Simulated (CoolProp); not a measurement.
Saturated liquid density (kg/m³) of octamethylcyclotetrasiloxane (D4): the reference equation beside estimates from Tc = 313.4 °C, pc = 1347 kPa, ω = 0.598.

Computed with CoolProp (reference Helmholtz-energy equation of state, Thol 2015).

```tsv
T (°C)	reference	van der Waals	Redlich-Kwong
65.55	904.0	512.8	756.6
76.95	890.6	506.2	745.4
88.45	877.0	499.4	733.6
99.85	863.3	492.4	721.5
111.25	849.4	485.2	708.9
122.65	835.3	477.8	695.8
134.05	821.0	470.1	682.2
145.45	806.3	462.1	668.0
156.95	791.1	453.7	653.1
168.35	775.6	445.0	637.6
179.75	759.7	436.0	621.4
191.15	743.2	426.6	604.4
202.55	726.0	416.6	586.5
```

Absolute difference from the reference over all 13 rows, mean and median: van der Waals 42.8 and 42.7 %, Redlich-Kwong 17.2 and 16.9 %.
